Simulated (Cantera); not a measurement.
Feed: 1 mol BN, 4.9 mol NF3, 0.35 mol H2, at 1650 °C and 0.0225 Torr.

Cantera equilibrium calculation (NASA polynomials, part measured and part estimated; ideal gas, pure solids and liquids). Candidate condensed phases: B, BN; 31 gas species. Rates play no part.

Question: What is the equilibrium state?

Answer: 
```json
{
  "x(F)": "0.703",
  "x(N2)": "0.188",
  "x(BF3)": "0.0639",
  "x(HF)": "0.0447",
  "x(BF2)": "4.96e-6",
  "gas_amount": "15.65 mol",
  "log10 activity of B(s) (absent)": "-16.05"
}
```
